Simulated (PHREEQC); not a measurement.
Consider water at 20 °C with 0.0065 mol/kgw CuSO4 and 0.32 mol/kgw KCl. Closed to the air; pH follows from the charge balance.

Model: ion-association model, wateq4f.dat, run in PHREEQC.

This is a speciation only: nothing precipitates in the calculation.

Problem. Order these Cu species by the share of Cu that they hold, largest first: Cu+2, CuSO4, CuCl+, Cu2(OH)2+2, CuCl2.

Solution. Cu+2 (80 %), CuCl+ (15 %), CuSO4 (4.2 %), CuCl2 (1.0 %), Cu2(OH)2+2 (0.10 %)

Problem. Order these S species by the share of S that they hold, largest first: CuSO4, SO4-2, KSO4-.

Solution. SO4-2 (65 %), KSO4- (30 %), CuSO4 (4.2 %)

The pH is 5.12 and the ionic strength 0.339 mol/kgw. Examples of supersaturated solids here: Atacamite, Brochantite. Others may be too. Species that the database lacks are ignored.
